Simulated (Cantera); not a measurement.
Feed: 1 mol MgO, 2.6 mol HCl, 0.47 mol N₂, equilibrated at 1450 °C and 1.00 bar.

Method: chemical equilibrium by Gibbs-energy minimisation in Cantera with the NASA 1993 tables (ideal gas, pure condensed phases). Candidate condensed phases: H₂O, Mg, MgCl₂, MgO, Mg(OH)₂, NH₄Cl; 38 gas species. Kinetics and transport are ignored.

Base state: HCl 0.645, N₂ 0.153, MgCl₂ 0.0989, H₂O 0.0989, Cl 0.00245, H₂ 0.00138, Cl₂ 0.000129, OH 2.66e-5 (mole fractions); condensed: MgO(s).

Problem. What changes in the equilibrium state with this change: temperature from 1450 °C to 750 °C?

Solution. 
| species | before | after |
|---|---|---|
| HCl | 0.645 | 0.785 |
| N₂ | 0.153 | 0.161 |
| H₂O | 0.0989 | 0.0532 |
| MgCl₂ | 0.0989 | 0.000321 |
| OH | 2.66e-5 | <1e-9 |
| Cl | 0.00245 | 1.24e-6 |
| H₂ | 0.00138 | 5.84e-6 |
| Cl₂ | 0.000129 | 5.22e-6 |
| MgO(s), mol | 0.696 | 0.845 |
| MgCl₂(l), mol | 0 | 0.154 |
Mutual solubility and eutectic melting of coexisting phases are not modelled.

Problem. What changes in the equilibrium state with this change: temperature from 1450 °C to 927 °C?

Solution. 
| species | before | after |
|---|---|---|
| HCl | 0.645 | 0.810 |
| N₂ | 0.153 | 0.156 |
| H₂O | 0.0989 | 0.0258 |
| MgCl₂ | 0.0989 | 0.00849 |
| OH | 2.66e-5 | 6.80e-9 |
| Cl | 0.00245 | 2.32e-5 |
| H₂ | 0.00138 | 3.57e-5 |
| Cl₂ | 0.000129 | 2.41e-5 |
| MgO(s), mol | 0.696 | 0.922 |
| MgCl₂(l), mol | 0 | 0.0522 |
Mutual solubility and eutectic melting of coexisting phases are not modelled.

Problem. What changes in the equilibrium state with this change: temperature from 1450 °C to 1077 °C?

Solution. 
| species | before | after |
|---|---|---|
| HCl | 0.645 | 0.784 |
| N₂ | 0.153 | 0.153 |
| MgCl₂ | 0.0989 | 0.0315 |
| H₂O | 0.0989 | 0.0315 |
| OH | 2.66e-5 | 1.10e-7 |
| Cl | 0.00245 | 0.000140 |
| H₂ | 0.00138 | 0.000124 |
| MgO(s), mol | 0.696 | 0.903 |
